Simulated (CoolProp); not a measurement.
Vapour-liquid equilibrium of methanol (1) + ethanol (2) at 20.6 kPa; x and y are mole fractions of (1).

Values from CoolProp's multi-fluid Helmholtz-energy mixture model, de Reuck 1993 and Schroeder 2014; pair parameters Bell 2016.

| x | bubble temperature (°C) | y at the bubble point | dew temperature at overall composition x (°C) | liquid density (mol/L) |
|---|---|---|---|---|
| 0.05 | 41.8 | [?] | 42.3 | 17.00 |
| 0.15 | 40.0 | 0.258 | 41.2 | 17.60 |
| 0.25 | 38.4 | 0.394 | 40.1 | 18.24 |
| 0.35 | 37.0 | 0.511 | 39.0 | 18.91 |
| 0.45 | [?] | 0.614 | 37.8 | 19.63 |
| 0.55 | 34.3 | 0.706 | 36.5 | [?] |
| 0.65 | 33.0 | 0.788 | 35.1 | 21.18 |
| 0.75 | 31.7 | 0.860 | 33.6 | 22.04 |
| 0.85 | 30.5 | 0.923 | 31.9 | 22.95 |
| 0.95 | 29.3 | 0.976 | 29.9 | 23.92 |

Task: Complete the blanks.

Result: 
- 0.05, y at the bubble point: 0.095
- 0.45, bubble temperature (°C): 35.6
- 0.55, liquid density (mol/L): 20.38

No azeotrope shows between x = 0.05 and 0.95.

The pair parameters rest on a limited set of measurements; away from them the model extrapolates.
